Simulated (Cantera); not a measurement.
Charge: 1 mol SiO₂, 130 mol H₂, 1 mol H₂O, held at 1773 K and 2250 Torr.

Cantera equilibrium calculation (NASA polynomials, part measured and part estimated; ideal gas, pure solids and liquids). Candidate condensed phases: H₂O, Si, SiO₂; 18 gas species. The tables hold silica as quartz up to 1696 K and as liquid above; real silica turns to tridymite and cristobalite and melts near 1996 K. Gases not in the tables: Si(OH)₄. The numbers say what is thermodynamically allowed, not how fast it happens.

Base state: H₂ 0.992, H₂O 0.00769, H 0.000164, SiO 5.53e-5 (mole fractions); condensed: SiO₂(condensed).

### Question
What changes in the equilibrium state with this change: pressure from 2250 Torr to 100 Torr?

### Answer
```tsv
species	before	after
H₂	0.992	0.989
H₂O	0.00769	0.00872
SiO	5.53e-5	0.00109
H	0.000164	0.000775
SiO₂(condensed), mol	0.993	0.857
```
